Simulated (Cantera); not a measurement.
An adiabatic, constant-pressure homogeneous reactor starts with 45.7 % H2, 11.4 % O2, 42.9 % N2, equivalence ratio 2.0, at 1150 K and 0.350 bar.

Cantera simulation using the H2/O2 subset of GRI-Mech 3.0, which has no nitrogen chemistry; the numbers are that mechanism's predictions, not measurements.

x: mole fraction; the columns are a selection and need not sum to one.

| t (s) | T (K) | x H2 | x O2 | x H2O | x H2O2 | x H |
|---|---|---|---|---|---|---|
| 7.00e-6 | 1150 | 0.457 | 0.114 | 1.11e-9 | 7.18e-12 | 4.06e-9 |
| 1.80e-5 | 1150 | 0.457 | 0.114 | 1.24e-8 | 4.96e-11 | 1.87e-8 |
| 4.65e-5 | 1150 | 0.457 | 0.114 | 3.24e-7 | 4.45e-10 | 3.02e-7 |
| 0.000120 | 1150 | 0.456 | 0.114 | 0.000283 | 1.22e-7 | 0.000240 |
| 0.000309 | 1938 | 0.198 | 0.00224 | 0.220 | 1.37e-7 | 0.113 |
| 0.000795 | 2329 | 0.226 | [?] | 0.234 | [?] | [?] |
| 0.00205 | 2523 | 0.240 | 0.000300 | 0.243 | 1.97e-8 | 0.0350 |
| 0.00528 | 2570 | 0.243 | 0.000207 | 0.246 | 1.71e-8 | 0.0288 |
| 0.0136 | 2572 | 0.243 | 0.000205 | 0.246 | 1.70e-8 | 0.0286 |
| 0.0351 | 2572 | 0.243 | 0.000205 | 0.246 | 1.70e-8 | 0.0286 |
| 0.0904 | 2572 | 0.243 | 0.000205 | 0.246 | 1.70e-8 | 0.0286 |
| 0.233 | 2572 | 0.243 | 0.000205 | 0.246 | 1.70e-8 | 0.0286 |
| 0.600 | 2572 | 0.243 | 0.000205 | 0.246 | 1.70e-8 | 0.0286 |

Q: Complete the blanks.

A: 
- 0.000795, x O2: 0.000816
- 0.000795, x H2O2: 3.31e-8
- 0.000795, x H: 0.0604
